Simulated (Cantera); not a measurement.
Input (Python, Cantera) and output of one run.

```python
import numpy as np
import cantera as ct

gas_names = """
    C CH CH2 CH3 CH2OH CH3O CH4 CH3OH CO CO2 COOH C2 C2H CHCO,ketyl C2H2,acetylene C2H2,vinylidene
    CH2CO,ketene C2H3,vinyl CH3CO,acetyl C2H4 C2H4O,ethylen CH3CHO,ethanal CH3COOH (HCOOH)2 C2H5 C2H6
    CH3OCH3 C2H5OH C2O C3 C3H3,propargyl C3H4,allene C3H4,propyne C3H4,cyclo- C3H5,allyl C3H6,propylene
    C3H6,cyclo- C3H6O C3H7,n-propyl C3H7,i-propyl C3H8 C3H8O,1propanol C3H8O,2propanol C3O2 C4 C4H2
    C4H4,1,3-cyclo- C4H6,butadiene C4H6,2-butyne C4H6,cyclo- C4H8,1-butene C4H8,cis2-buten
    C4H8,tr2-butene C4H8,isobutene C4H8,cyclo- (CH3COOH)2 C4H9,n-butyl C4H9,i-butyl C4H9,s-butyl
    C4H9,t-butyl C4H10,isobutane C4H10,n-butane C5 C5H6,1,3cyclo- C5H8,cyclo- C5H10,1-pentene
    C5H10,cyclo- C5H11,pentyl C5H11,t-pentyl C5H12,n-pentane C5H12,i-pentane CH3C(CH3)2CH3 C6H2
    C6H5,phenyl C6H5O,phenoxy C6H6 C6H5OH,phenol C6H10,cyclo- C6H12,1-hexene C6H12,cyclo- C6H13,n-hexyl
    C7H7,benzyl C7H8 C7H8O,cresol C7H14,1-heptene C7H15,n-heptyl C7H16,n-heptane C8H8,styrene
    C8H10,ethylbenz C8H16,1-octene C8H17,n-octyl C8H18,isooctane C8H18,n-octane C9H19,n-nonyl
    C10H8,naphthale C10H21,n-decyl C12H9,o-bipheny C12H10,bipheny Fe FeC5O5 FeO Fe(OH)2 H HCO HO2 H2
    HCHO,formaldehy HCOOH H2O H2O2 O OH O2 O3
""".split()
cond_names = """
    C(gr) C6H6(L) C7H8(L) C8H18(L),n-octa Fe(a) Fe(c) Fe(d) Fe(L) FeC5O5(L) FeO(s) FeO(L) Fe(OH)2(s)
    Fe(OH)3(s) Fe2O3(s) Fe3O4(s) H2O(s) H2O(L)
""".split()


def load(file, names, dense=False):
    # The tables refer to 1 bar. Condensed volumes are neglected.
    table = {s.name: s for s in ct.Species.list_from_file(file)}
    out = []
    for n in names:
        d = dict(table[n].input_data)
        d["thermo"] = dict(d["thermo"], **{"reference-pressure": 1e5})
        if dense:
            d["equation-of-state"] = {"model": "constant-volume", "density": "1e6 g/cm^3"}
        out.append(ct.Species.from_dict(d))
    return out


gas = ct.Solution(thermo="ideal-gas", species=load("nasa_gas.yaml", gas_names))
cond = {s.name: ct.Solution(thermo="fixed-stoichiometry", species=[s], name=s.name)
        for s in load("nasa_condensed.yaml", cond_names, dense=True)}
atoms = {
    'Fe3O4': {'Fe': 3, 'O': 4},
    'CH4': {'C': 1, 'H': 4},
    'CO': {'C': 1, 'O': 1},
}
top_T = {'C(gr)': 4500, 'Fe2O3(s)': 1830, 'Fe3O4(s)': 1870}  # K; cautious upper limits of use, not melting points


def equilibrate(T, P, feed):
    n = {}
    for name, mol in feed.items():
        for a, k in atoms[name].items():
            n[a] = n.get(a, 0.0) + k * mol
    gas.TPX = T, P, n
    mass = sum(n.values()) * gas.mean_molecular_weight
    gas.equilibrate("TP")
    valid = [c for c in cond.values() if c.min_temp <= T <= top_T.get(c.name, c.max_temp)]
    mix = ct.Mixture([(gas, mass / gas.mean_molecular_weight)] + [(c, 0.0) for c in valid])
    mix.T, mix.P = T, P
    mix.equilibrate("TP", solver="vcs", rtol=1e-11, max_steps=5000)
    return mix


results = []
feed = {'Fe3O4': 1, 'CH4': 1.9, 'CO': 0.98}  # mol
for P in [10, 36, 130, 460, 1700, 6000, 22000, 77000, 280000, 1000000]:
    for T in [1048, 1123, 1198, 1273, 1348, 1423, 1498, 1573, 1648, 1723, 1798, 1873, 1948, 2023]:
        mix = equilibrate(T, P, feed)
        results.append((T, P, feed, dict(zip(mix.species_names, mix.species_moles))))

for T, P, feed, n in results:
    print(f"{T:7g} {P:10.4g}  " + (" + ".join(c for c in cond_names if n.get(c, 0) > 1e-12) or "gas only"))
```

Result:

```
   1048         10  Fe(a) + FeO(s)
   1123         10  Fe(a) + FeO(s)
   1198         10  Fe(c) + FeO(s)
   1273         10  Fe(c) + FeO(s)
   1348         10  Fe(c) + FeO(s)
   1423         10  Fe(c) + FeO(s)
   1498         10  Fe(c) + FeO(s)
   1573         10  Fe(c) + FeO(s)
   1648         10  Fe(c) + FeO(s)
   1723         10  Fe(d) + FeO(L)
   1798         10  FeO(L)
   1873         10  gas only
   1948         10  gas only
   2023         10  gas only
   1048         36  Fe(a) + FeO(s)
   1123         36  Fe(a) + FeO(s)
   1198         36  Fe(c) + FeO(s)
   1273         36  Fe(c) + FeO(s)
   1348         36  Fe(c) + FeO(s)
   1423         36  Fe(c) + FeO(s)
   1498         36  Fe(c) + FeO(s)
   1573         36  Fe(c) + FeO(s)
   1648         36  Fe(c) + FeO(s)
   1723         36  Fe(d) + FeO(L)
   1798         36  Fe(d) + FeO(L)
   1873         36  Fe(L) + FeO(L)
   1948         36  gas only
   2023         36  gas only
   1048        130  Fe(a) + FeO(s)
   1123        130  Fe(a) + FeO(s)
   1198        130  Fe(c) + FeO(s)
   1273        130  Fe(c) + FeO(s)
   1348        130  Fe(c) + FeO(s)
   1423        130  Fe(c) + FeO(s)
   1498        130  Fe(c) + FeO(s)
   1573        130  Fe(c) + FeO(s)
   1648        130  Fe(c) + FeO(s)
   1723        130  Fe(d) + FeO(L)
   1798        130  Fe(d) + FeO(L)
   1873        130  Fe(L) + FeO(L)
   1948        130  Fe(L) + FeO(L)
   2023        130  FeO(L)
   1048        460  Fe(a) + FeO(s)
   1123        460  Fe(a) + FeO(s)
   1198        460  Fe(c) + FeO(s)
   1273        460  Fe(c) + FeO(s)
   1348        460  Fe(c) + FeO(s)
   1423        460  Fe(c) + FeO(s)
   1498        460  Fe(c) + FeO(s)
   1573        460  Fe(c) + FeO(s)
   1648        460  Fe(c) + FeO(s)
   1723        460  Fe(d) + FeO(L)
   1798        460  Fe(d) + FeO(L)
   1873        460  Fe(L) + FeO(L)
   1948        460  Fe(L) + FeO(L)
   2023        460  Fe(L) + FeO(L)
   1048       1700  Fe(a) + FeO(s)
   1123       1700  Fe(a) + FeO(s)
   1198       1700  Fe(c) + FeO(s)
   1273       1700  Fe(c) + FeO(s)
   1348       1700  Fe(c) + FeO(s)
   1423       1700  Fe(c) + FeO(s)
   1498       1700  Fe(c) + FeO(s)
   1573       1700  Fe(c) + FeO(s)
   1648       1700  Fe(c) + FeO(s)
   1723       1700  Fe(d) + FeO(L)
   1798       1700  Fe(d) + FeO(L)
   1873       1700  Fe(L) + FeO(L)
   1948       1700  Fe(L) + FeO(L)
   2023       1700  Fe(L) + FeO(L)
   1048       6000  Fe(a) + FeO(s)
   1123       6000  Fe(a) + FeO(s)
   1198       6000  Fe(c) + FeO(s)
   1273       6000  Fe(c) + FeO(s)
   1348       6000  Fe(c) + FeO(s)
   1423       6000  Fe(c) + FeO(s)
   1498       6000  Fe(c) + FeO(s)
   1573       6000  Fe(c) + FeO(s)
   1648       6000  Fe(c) + FeO(s)
   1723       6000  Fe(d) + FeO(L)
   1798       6000  Fe(d) + FeO(L)
   1873       6000  Fe(L) + FeO(L)
   1948       6000  Fe(L) + FeO(L)
   2023       6000  Fe(L) + FeO(L)
   1048    2.2e+04  Fe(a) + FeO(s)
   1123    2.2e+04  Fe(a) + FeO(s)
   1198    2.2e+04  Fe(c) + FeO(s)
   1273    2.2e+04  Fe(c) + FeO(s)
   1348    2.2e+04  Fe(c) + FeO(s)
   1423    2.2e+04  Fe(c) + FeO(s)
   1498    2.2e+04  Fe(c) + FeO(s)
   1573    2.2e+04  Fe(c) + FeO(s)
   1648    2.2e+04  Fe(c) + FeO(s)
   1723    2.2e+04  Fe(d) + FeO(L)
   1798    2.2e+04  Fe(d) + FeO(L)
   1873    2.2e+04  Fe(L) + FeO(L)
   1948    2.2e+04  Fe(L) + FeO(L)
   2023    2.2e+04  Fe(L) + FeO(L)
   1048    7.7e+04  Fe(a) + FeO(s)
   1123    7.7e+04  Fe(a) + FeO(s)
   1198    7.7e+04  Fe(c) + FeO(s)
   1273    7.7e+04  Fe(c) + FeO(s)
   1348    7.7e+04  Fe(c) + FeO(s)
   1423    7.7e+04  Fe(c) + FeO(s)
   1498    7.7e+04  Fe(c) + FeO(s)
   1573    7.7e+04  Fe(c) + FeO(s)
   1648    7.7e+04  Fe(c) + FeO(s)
   1723    7.7e+04  Fe(d) + FeO(L)
   1798    7.7e+04  Fe(d) + FeO(L)
   1873    7.7e+04  Fe(L) + FeO(L)
   1948    7.7e+04  Fe(L) + FeO(L)
   2023    7.7e+04  Fe(L) + FeO(L)
   1048    2.8e+05  Fe(a) + FeO(s)
   1123    2.8e+05  Fe(a) + FeO(s)
   1198    2.8e+05  Fe(c) + FeO(s)
   1273    2.8e+05  Fe(c) + FeO(s)
   1348    2.8e+05  Fe(c) + FeO(s)
   1423    2.8e+05  Fe(c) + FeO(s)
   1498    2.8e+05  Fe(c) + FeO(s)
   1573    2.8e+05  Fe(c) + FeO(s)
   1648    2.8e+05  Fe(c) + FeO(s)
   1723    2.8e+05  Fe(d) + FeO(L)
   1798    2.8e+05  Fe(d) + FeO(L)
   1873    2.8e+05  Fe(L) + FeO(L)
   1948    2.8e+05  Fe(L) + FeO(L)
   2023    2.8e+05  Fe(L) + FeO(L)
   1048      1e+06  C(gr) + FeO(s)
   1123      1e+06  Fe(a) + FeO(s)
   1198      1e+06  Fe(c) + FeO(s)
   1273      1e+06  Fe(c) + FeO(s)
   1348      1e+06  Fe(c) + FeO(s)
   1423      1e+06  Fe(c) + FeO(s)
   1498      1e+06  Fe(c) + FeO(s)
   1573      1e+06  Fe(c) + FeO(s)
   1648      1e+06  Fe(c) + FeO(s)
   1723      1e+06  Fe(d) + FeO(L)
   1798      1e+06  Fe(d) + FeO(L)
   1873      1e+06  Fe(L) + FeO(L)
   1948      1e+06  Fe(L) + FeO(L)
   2023      1e+06  Fe(L) + FeO(L)
```

These are equilibrium values from Cantera (NASA tables, ideal gas, pure condensed phases), not measurements of a reactor. Each liquid is taken as pure. Mutual solubility and eutectic melting of coexisting phases are not modelled. The tables' stoichiometric FeO is somewhat more stable than real wüstite, so its field is too wide. FeO: taken at fixed stoichiometry. Condensed phases not in the tables: cementite and carbon dissolved in iron.
